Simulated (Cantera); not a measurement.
Feed: 1 mol CuO, 1200 mol H2, 2.7 mol H2O, at 7.10 bar.

Method: chemical equilibrium by Gibbs-energy minimisation in Cantera with the NASA 1993 tables (ideal gas, pure condensed phases). Candidate condensed phases: Cu, CuO, Cu(OH)2, Cu2O, H2O; 12 gas species. Kinetics and transport are ignored.

Question: Which condensed phases are stable at each of these points (T (K)): 1325, 1350, 1375, 1400, 1425, 1450, 1475, 1500?

Answer: 
```csv
T (K),condensed phases,Cu condensed (%)
1325,Cu(s),100.0
1350,Cu(s),100.0
1375,Cu(l),100.0
1400,Cu(l),100.0
1425,Cu(l),100.0
1450,Cu(l),99.9
1475,Cu(l),99.9
1500,Cu(l),99.9
```

From 1325 K to 1350 K the condensed part is Cu(s). From 1375 K to 1500 K the condensed part is Cu(l).
